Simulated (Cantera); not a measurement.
Thermodynamics of silicon nitride deposition, feed SiHCl3 + N2

A closed system holds: 1 mol SiHCl3, 20 mol N2, equilibrated at 1875 K and 0.110 bar.

Cantera equilibrium calculation (NASA polynomials, part measured and part estimated; ideal gas, pure solids and liquids). Candidate condensed phases: NH4Cl, Si, Si3N4; 28 gas species. The tables' values for SiCl3, SiCl are old estimates; treat these amounts as uncertain. The numbers say what is thermodynamically allowed, not how fast it happens.

| Item | Value |
|---|---|
| x(N2) | 0.911 |
| x(SiCl2) | 0.0413 |
| x(HCl) | 0.0397 |
| x(SiCl3) | 0.00375 |
| x(H2) | 0.00284 |
| x(Cl) | 0.00111 |
| x(SiCl4) | 0.000481 |
| x(H) | 0.000105 |
| x(SiCl) | 3.06e-5 |
| gas amount | 21.96 mol |
| log10 activity of Si(l) (absent) | -1.57 |
